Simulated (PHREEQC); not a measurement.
1.2 g of hydrous ferric oxide (600 m²/g; 0.2 weak and 0.005 strong sites per Fe, Dzombak-Morel constants, diffuse double layer) in 1 kg of water with 0.005 mol/kgw of an inert sodium salt and 0.083 mmol/kgw PbCl2 and 0.52 mmol/kgw MnCl2, at 25 °C; the pH is set by adding NaOH or the inert anion's acid. No oxygen is let in. The system is closed to CO2. Nothing may precipitate in this run.

The series has 13 steps of pH, from 4 to 10.

All values are PHREEQC results (ion-association model, wateq4f.dat), not measurements.

Question: Near which pH is half of the Mn sorbed, and on which side is more sorbed?

Answer: Near pH 7.3, with more sorbed at higher pH.

Question: At which pH does the surface charge pass through zero?

Answer: Near pH 8.6.
